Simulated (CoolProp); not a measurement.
Properties of R143a at several states (Tc = 345.9 K, pc = 3.762 MPa, ω = 0.261).

Model: reference Helmholtz-energy equation of state, Lemmon and Jacobsen 2000, in CoolProp.

```csv
T (K),p (MPa),phase,density (kg/m³),speed of sound (m/s),expansivity (1/kK),Prandtl number,fugacity coefficient
472.7,0.0143,gas,0.3059,225.4,2.119,0.616,0.9996
171.9,9.5,liquid,1318,1043,1.756,3.87,0.0004777
369.4,0.0636,gas,1.749,199.9,2.755,0.665,0.9950
295,0.0101,gas,0.3467,180.6,3.411,0.698,0.9983
```

Viscosity comes from a separate model (Klein 1997), an estimate that may be off by 10 % or more. Thermal conductivity comes from a separate model (McLinden 2000), an estimate that may be off by 10 % or more.
